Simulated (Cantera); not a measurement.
Feed: 1 mol Si, a varied amount of Cl2, 18 mol H2, equilibrated at 1050 °C and 10000 Pa.

Method: chemical equilibrium by Gibbs-energy minimisation in Cantera with the NASA 1993 tables (ideal gas, pure condensed phases). Candidate condensed phases: Si; 19 gas species. The tables' values for SiCl3 are old estimates; treat these amounts as uncertain. Rates play no part.

x: gas mole fraction; n: condensed amount in mol.

```tsv
n(Cl2) (mol)	x H2	x HCl	x SiCl2	x SiCl4	x SiCl3	x SiHCl3	x SiH2Cl2	n Si(s)
0.5	0.954	0.0403	0.00465	0.000360	0.000553	0.000432	7.44e-5	0.888
0.6	0.946	0.0456	0.00602	0.000603	0.000815	0.000634	9.56e-5	0.848
0.72	0.938	…	…	…	0.00117	…	…	0.797
0.87	0.928	0.0575	0.00975	0.00158	0.00168	0.00129	0.000152	0.728
1	0.920	0.0622	0.0115	0.00220	0.00215	0.00165	0.000178	0.666
1.3	0.903	0.0713	…	…	0.00333	…	…	…
1.5	0.893	0.0763	0.0178	0.00529	0.00415	0.00314	0.000267	0.408
1.8	0.879	0.0827	0.0213	0.00754	0.00542	0.00406	0.000314	0.246
2.2	0.861	0.0897	0.0255	0.0109	0.00712	0.00529	0.000369	0.0259
2.6	0.835	0.115	0.0210	0.0153	0.00765	0.00559	0.000294	0
```

Task: Complete the blanks.

Result: 
- 0.72, x HCl: 0.0513
- 0.72, x SiCl2: 0.00768
- 0.72, x SiCl4: 0.000982
- 0.72, x SiHCl3: 0.000911
- 0.72, x SiH2Cl2: 0.000121
- 1.3, x SiCl2: 0.0154
- 1.3, x SiCl4: 0.00394
- 1.3, x SiHCl3: 0.00253
- 1.3, x SiH2Cl2: 0.000233
- 1.3, n Si(s): 0.514
